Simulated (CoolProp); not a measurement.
Ethanol along the isotherm 346.85 °C: fugacity coefficient from the reference equation and from simpler models built on Tc = 241.6 °C, pc = 6.268 MPa, ω = 0.644; each cubic takes its own stable root.

Computed with CoolProp (reference Helmholtz-energy equation of state, Schroeder 2014).

```
p (MPa)          phase  reference  Redlich-Kwong  Peng-Robinson
-------  -------------  ---------  -------------  -------------
4.82               gas     0.9084         0.8560         0.8735
9.64     supercritical     0.8180         0.7266         0.7682
14.5     supercritical     0.7277         0.6197         0.6850
19.3     supercritical     0.6496         0.5481         0.6253
24.1     supercritical     0.5923         0.5024         0.5838
28.9     supercritical     0.5523         0.4730         0.5554
33.8     supercritical     0.5238         0.4536         0.5360
38.6     supercritical     0.5045         0.4418         0.5237
43.4     supercritical     0.4912         0.4350         0.5164
48.2     supercritical     0.4826         0.4321         0.5129
53       supercritical     0.4775         0.4323         0.5126
57.9     supercritical     0.4753         0.4350         0.5149
62.7     supercritical     0.4755         0.4398         0.5193
```
